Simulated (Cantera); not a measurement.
A jet of 1.59 % H₂, 8.84 % O₂, 89.6 % N₂ at 300 K and 9200 Pa hits a platinum plate 8.9 cm away at a mass flux of 0.1 kg/m²/s; the plate temperature is set and raised in steps from an oxygen-covered start.

Model: Deutschmann's 1995 Pt surface mechanism with GRI-Mech 3.0 gas chemistry, integrated in Cantera. Catalytic surfaces can have several steady states; this one follows from the mechanism file's or the stated starting coverage.

x: mole fraction at the wall; θ: surface coverage.

```tsv
plate T (K)	wall x H₂	wall x O₂	wall x H₂O	wall x OH	θ free Pt	θ O*	θ OH*
500	0.00188	0.0732	0.0278	<1e-8	0.0376	0.950	0.0124
550	0.00187	0.0733	0.0276	<1e-8	0.0397	0.953	0.00707
600	0.00186	0.0733	0.0274	<1e-8	0.0418	0.954	?
650	0.00183	0.0733	0.0273	<1e-8	0.0444	0.953	0.00295
700	?	0.0732	0.0274	<1e-8	?	0.947	?
```

**Question.** What belongs in the gaps?

**Answer.** 
- 600, θ OH*: 0.00440
- 700, wall x H₂: 0.00168
- 700, θ free Pt: 0.0510
- 700, θ OH*: 0.00219
